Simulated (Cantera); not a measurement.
A perfectly stirred reactor is fed with CH4 : H2 : O2 : N2 : CO2 = 1 : 0.55 : 5.29 : 19.9 : 6.3 (molar parts), at 5.00 bar; it is adiabatic with a 800 K inlet, and is followed from long to short residence time, starting on the burning branch (τ in s: 0.27, 0.09, 0.03, 0.01, 0.0035, 0.0012, 0.0004, 0.00013, 4.5e-05).

Cantera simulation using GRI-Mech 3.0 (53 species, 325 reactions); the numbers are that mechanism's predictions, not measurements.

One state of this run: T (K) = 1499; x CH4 = 0.000210; x H2 = 0.000237; x O2 = 0.0938; x O = 4.60e-5; x CH3 = 1.93e-5; x C2H4 = 1.30e-6. x: mole fraction; the columns are a selection and need not sum to one.

Which value of τ (s) does it belong to?
A) 0.00040
B) 4.5e-5
C) 0.010
D) 0.0035

D, 0.0035
